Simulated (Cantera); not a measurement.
Input: 1 mol SiO2, 0.51 mol C, 1.6 mol H2, equilibrated at 5400 Pa.

These are equilibrium values from Cantera (NASA tables, ideal gas, pure condensed phases), not measurements of a reactor. Candidate condensed phases: C, C6H6, C7H8, C8H18, H2O, Si, SiC, SiO2; 123 gas species. The tables hold silica as quartz up to 1696 K and as liquid above; real silica turns to tridymite and cristobalite and melts near 1996 K. Rates play no part. All values below are at 1675 °C.

Base state: H2 0.605, SiO 0.196, CO 0.194, H 0.00378, H2O 0.00179, CO2 0.000130 (mole fractions); condensed: SiO2(condensed).

What changes in the equilibrium state with this change: H2 from 1.6 to 0.11 mol?


```
species                before     after
--------------------  -------  --------
SiO                     0.196     0.451
CO                      0.194     0.451
H2                      0.605    0.0964
H2O                   0.00179  0.000124
H                     0.00378   0.00151
SiO2(condensed), mol    0.485     0.490
```
